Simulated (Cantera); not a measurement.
Feed: 1 mol Si, 0.048 mol O₂, 3.6 mol N₂, at 1.10 Pa.

These are equilibrium values from Cantera (NASA tables, ideal gas, pure condensed phases), not measurements of a reactor. Candidate condensed phases: Si, SiO₂, Si₂N₂O, Si₃N₄; 16 gas species. The tables' values for SiN are old estimates; treat these amounts as uncertain. Rates play no part. All values below are at 1627 °C.

Base state: N₂ 0.783, Si 0.196, SiO 0.0209, Si₂ 0.000269, SiN 0.000192, Si₂N 4.75e-5, Si₃ 1.03e-5 (mole fractions); condensed: gas only.

What changes in the equilibrium state with this change: pressure from 1.10 Pa to 101000 Pa?


| species | before | after |
|---|---|---|
| N₂ | 0.783 | 1.000 |
| SiO | 0.0209 | 0.000495 |
| Si | 0.196 | 1.47e-6 |
| Si₂ | 0.000269 | 1.40e-9 |
| Si₃ | 1.03e-5 | <1e-9 |
| Si₂N | 4.75e-5 | 8.49e-8 |
| SiN | 0.000192 | 4.96e-7 |
| Si₂N₂O(s), mol | 0 | 0.0945 |
| Si₃N₄(s), mol | 0 | 0.270 |
Mutual solubility and eutectic melting of coexisting phases are not modelled.
